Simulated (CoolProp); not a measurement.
C3F8 (R218) along the isobar 1800 kPa: fugacity coefficient from the reference equation and from simpler models built on Tc = 345.0 K, pc = 2640 kPa, ω = 0.317; each cubic takes its own stable root.

Model: reference Helmholtz-energy equation of state, Lemmon 2006, in CoolProp. It is a short technical equation, of lower accuracy than the large ones.

```tsv
T (K)	phase	reference	van der Waals	Soave-Redlich-Kwong	Peng-Robinson
164.5	liquid	0.0004180	0.03496	0.0004188	0.0004583
203.9	liquid	0.01078	[?]	0.01079	0.01095
243.2	liquid	0.07865	0.2945	0.07968	0.07830
282.6	liquid	0.2851	0.5292	[?]	0.2827
321.9	liquid	[?]	0.7587	0.6698	0.6498
361.3	gas	0.8128	0.8207	0.8099	0.7909
400.6	gas	[?]	0.8623	0.8717	0.8535
440	gas	0.9116	0.8921	[?]	0.8963
```

**Question.** Some entries are withheld; supply them.

**Answer.** 
- 203.9, van der Waals: 0.1265
- 282.6, Soave-Redlich-Kwong: 0.2911
- 321.9, reference: 0.6610
- 400.6, reference: 0.8727
- 440, Soave-Redlich-Kwong: 0.9133

At some of these states van der Waals gives the other phase, because its saturation line lies elsewhere.
